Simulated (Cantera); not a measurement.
Premixed flame

A freely propagating, adiabatic, planar premixed flame of 8.44 % CH4, 12.7 % CO, 16.5 % O2, 62.4 % N2, unburnt at 675 K and 54000 Pa; mixture-averaged transport, grid criteria slope 0.08 and curve 0.16, no radiation.

Detailed kinetics in Cantera: GRI-Mech 3.0 (53 species, 325 reactions). Burning velocities carry a grid error of a few per cent, more on coarse grids.

| z (mm) | T (K) | u (m/s) | x CH4 | x CO | x O2 | x O | x H2 | x CH2O |
|---|---|---|---|---|---|---|---|---|
| -1.44 | 675 | 2.23 | 0.0843 | 0.126 | 0.165 | <1e-8 | 0.000851 | 5.50e-8 |
| -0.961 | 676 | 2.23 | 0.0841 | 0.126 | 0.165 | 1.28e-8 | 0.00281 | 1.12e-6 |
| -0.721 | 679 | 2.25 | 0.0837 | 0.126 | 0.164 | 1.47e-7 | 0.00568 | 7.82e-6 |
| -0.480 | 712 | 2.38 | 0.0813 | 0.125 | 0.162 | 2.11e-6 | 0.0123 | 6.73e-5 |
| -0.240 | 1016 | 3.45 | 0.0631 | 0.129 | 0.140 | 5.13e-5 | 0.0260 | 0.000494 |
| -0.120 | 1394 | 4.79 | 0.0369 | 0.140 | 0.106 | 0.000284 | 0.0338 | 0.000957 |
| 0 | 1768 | 6.12 | 0.0106 | 0.152 | 0.0611 | 0.00127 | 0.0366 | 0.000756 |
| 0.120 | 1947 | 6.74 | 0.00125 | 0.149 | 0.0308 | 0.00323 | 0.0324 | 0.000189 |
| 0.240 | 1997 | 6.88 | 8.23e-5 | 0.137 | 0.0173 | 0.00453 | 0.0288 | 1.71e-5 |
| 0.480 | 2031 | 6.94 | 2.97e-7 | 0.122 | 0.00981 | 0.00475 | 0.0286 | 7.08e-8 |
| 0.961 | 2064 | 7.02 | <1e-8 | 0.114 | 0.00745 | 0.00426 | 0.0299 | <1e-8 |
| 1.92 | 2107 | 7.14 | <1e-8 | 0.112 | 0.00631 | 0.00358 | 0.0298 | <1e-8 |
| 3.84 | 2164 | 7.30 | <1e-8 | 0.112 | 0.00497 | 0.00268 | 0.0290 | <1e-8 |
x: mole fraction of selected species; z is measured from the peak of heat release.

```json
{
 "laminar_burning_velocity": "222 cm/s",
 "thermal_thickness": "0.480 mm",
 "peak x(O)": "0.00482",
 "peak x(H2)": "0.0367",
 "peak x(CH2O)": "0.001000",
 "grid_points": "160"
}
```
